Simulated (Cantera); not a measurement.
An isothermal, constant-pressure homogeneous reactor starts with 0.813 % H₂, 99.2 % O₂, at 998 K and 20.3 Torr.

Model: GRI-Mech 3.0 (53 species, 325 reactions), integrated in Cantera. Radical loss at walls, strong at low pressure, is not modelled.

One state of this run: x H₂ = 4.69e-9; x O₂ = 0.992; x H₂O = 0.00816; x H = 6.21e-10; x O = 7.45e-7; x HO₂ = 1.14e-8; x H₂O₂ = 1.84e-9. x: mole fraction; the columns are a selection and need not sum to one.

**Question.** Which value of t (s) does it belong to?
(A) 4.00
(B) 2.00e-5
(C) 9.20e-5
(D) 0.00894

**Answer.** A, 4.00
